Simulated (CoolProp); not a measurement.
Ethane at 293.15 K and 5.65 MPa flows at 6.4 m/s in a round tube of 25 mm bore and 1.5 µm roughness, fully developed (64/Re and Nu = 3.66 if laminar; Colebrook and Gnielinski if turbulent). Each further row changes one setting.

Values from CoolProp's reference Helmholtz-energy equation of state, Bücker 2006.

| case | Reynolds number | Darcy friction factor | pressure drop (Pa/m) | heat-transfer coefficient (W/(m² K)) | mass flow (kg/h) |
|---|---|---|---|---|---|
| as stated | 1210000 | [?] | 3770 | 10600 | 4140 |
| velocity 12.8 m/s | 2420000 | [?] | [?] | 20100 | [?] |
| diameter 50 mm | 2420000 | 0.0111 | [?] | [?] | 16600 |

Complete the blanks.


- as stated, Darcy friction factor: 0.0126
- velocity 12.8 m/s, Darcy friction factor: 0.0119
- velocity 12.8 m/s, pressure drop (Pa/m): 14300
- velocity 12.8 m/s, mass flow (kg/h): 8290
- diameter 50 mm, pressure drop (Pa/m): 1670
- diameter 50 mm, heat-transfer coefficient (W/(m² K)): 9510

Viscosity comes from a separate model (Friend 1991). Thermal conductivity comes from a separate model (Friend 1991).
